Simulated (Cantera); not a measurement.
Feed: 1 mol CCl₄, 0.015 mol CH₄, 2.4 mol H₂, 0.08 mol HCl, equilibrated at 452 °C and 0.0100 bar.

Method: chemical equilibrium by Gibbs-energy minimisation in Cantera with the NASA 1993 tables (ideal gas, pure condensed phases). Candidate condensed phases: C, C₆H₆, C₇H₈, C₈H₁₈; 91 gas species. Kinetics and transport are ignored.

Base state: HCl 0.905, H₂ 0.0945, CH₄ 0.000458 (mole fractions); condensed: C(graphite).

**Question.** What changes in the equilibrium state with this change: CCl₄ replaced by CH₂F₂?

**Answer.** 
```json
[
 {"species": "H₂", "before": "0.0945", "after": "0.519"},
 {"species": "HF", "before": "0", "after": "0.450"},
 {"species": "HCl", "before": "0.905", "after": "0.0180"},
 {"species": "CH₄", "before": "0.000458", "after": "0.0138"},
 {"species": "C(graphite), mol", "before": "1.01", "after": "0.954"}
]
```
